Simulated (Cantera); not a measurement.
Input (Python, Cantera) and output of one run.

```python
import numpy as np
import cantera as ct

gas_names = """
    Br Br2 Ca CaBr CaBr2 CaO CaOH CaO2H2 Ca2 H HBr HO2 H2 H2O H2O2 O OH O2 O3
""".split()
cond_names = """
    Br2(cr) Br2(L) Ca(a) Ca(b) Ca(L) CaBr2(s) CaBr2(L) CaO(s) CaO(L) CaO2H2(s) H2O(s) H2O(L)
""".split()


# ... load() reads the species with a 1 bar reference pressure and builds the phases ...
atoms = {
    'CaO': {'Ca': 1, 'O': 1},
    'HBr': {'H': 1, 'Br': 1},
    'O2': {'O': 2},
}
top_T = {}  # K; cautious upper limits of use, not melting points


# ... equilibrate(T, P, feed) seeds the gas with the atoms and calls Mixture.equilibrate('TP', solver="vcs", rtol=1e-11, max_steps=5000) ...
results = []
feed = {'CaO': 1, 'HBr': 1.8, 'O2': 0.094}  # mol
P = 100000  # Pa
for T in [773, 873, 973, 1073, 1173, 1273, 1373, 1473, 1573, 1673]:
    mix = equilibrate(T, P, feed)
    results.append((T, P, feed, dict(zip(mix.species_names, mix.species_moles))))
    x = sorted(zip(gas.X, gas.species_names), reverse=True)
    print(f"T = {T:g} K  P = {P:g} Pa  gas = {mix.phase_moles(0):.4g} mol")
    print("   x: " + "  ".join(f"{s} {v:.3e}" for v, s in x if v > 1e-05))
    print("   condensed (mol): " + ("  ".join(f"{mix.phase(i).name} {mix.phase_moles(i):.4g}"
          for i in range(1, mix.n_phases) if mix.phase_moles(i) > 1e-12) or "none"))
```

It prints:

```
T = 773 K  P = 100000 Pa  gas = 0.8937 mol
   x: H2O 8.944e-01  O2 1.049e-01  Br2 6.485e-04  HBr 5.022e-05
   condensed (mol): CaBr2(s) 0.8994  CaO2H2(s) 0.1006
T = 873 K  P = 100000 Pa  gas = 0.995 mol
   x: H2O 9.044e-01  O2 9.361e-02  Br2 1.696e-03  HBr 2.907e-04  Br 4.261e-05
   condensed (mol): CaBr2(s) 0.8981  CaO(s) 0.1019
T = 973 K  P = 100000 Pa  gas = 0.9972 mol
   x: H2O 9.019e-01  O2 9.183e-02  Br2 4.719e-03  HBr 1.307e-03  Br 2.840e-04
   condensed (mol): CaBr2(s) 0.8945  CaO(s) 0.1055
T = 1073 K  P = 100000 Pa  gas = 1.001 mol
   x: H2O 8.968e-01  O2 8.919e-02  Br2 8.767e-03  HBr 4.006e-03  Br 1.198e-03
   condensed (mol): CaBr2(L) 0.8886  CaO(s) 0.1114
T = 1173 K  P = 100000 Pa  gas = 1.008 mol
   x: H2O 8.884e-01  O2 8.614e-02  Br2 1.244e-02  HBr 9.361e-03  Br 3.653e-03  CaBr2 3.793e-05
   condensed (mol): CaBr2(L) 0.8809  CaO(s) 0.1191
T = 1273 K  P = 100000 Pa  gas = 1.019 mol
   x: H2O 8.738e-01  O2 8.192e-02  HBr 1.879e-02  Br2 1.604e-02  Br 9.180e-03  CaBr2 2.717e-04  OH 1.782e-05
   condensed (mol): CaBr2(L) 0.8691  CaO(s) 0.1306
T = 1373 K  P = 100000 Pa  gas = 1.038 mol
   x: H2O 8.502e-01  O2 7.603e-02  HBr 3.345e-02  Br 1.979e-02  Br2 1.911e-02  CaBr2 1.411e-03  OH 5.288e-05
   condensed (mol): CaBr2(L) 0.8511  CaO(s) 0.1475
T = 1473 K  P = 100000 Pa  gas = 1.071 mol
   x: H2O 8.136e-01  O2 6.777e-02  HBr 5.395e-02  Br 3.761e-02  Br2 2.120e-02  CaBr2 5.684e-03  OH 1.324e-04
   condensed (mol): CaBr2(L) 0.8222  CaO(s) 0.1717
T = 1573 K  P = 100000 Pa  gas = 1.127 mol
   x: H2O 7.588e-01  HBr 7.987e-02  Br 6.402e-02  O2 5.645e-02  Br2 2.184e-02  CaBr2 1.868e-02  OH 2.845e-04  H2 1.534e-05
   condensed (mol): CaBr2(L) 0.7733  CaO(s) 0.2057
T = 1673 K  P = 100000 Pa  gas = 1.228 mol
   x: H2O 6.780e-01  HBr 1.091e-01  Br 9.800e-02  CaBr2 5.204e-02  O2 4.167e-02  Br2 2.054e-02  OH 5.247e-04  H2 5.013e-05
   condensed (mol): CaBr2(L) 0.6837  CaO(s) 0.2524
```

Method: chemical equilibrium by Gibbs-energy minimisation in Cantera with the NASA 1993 tables (ideal gas, pure condensed phases). Mutual solubility and eutectic melting of coexisting phases are not modelled.
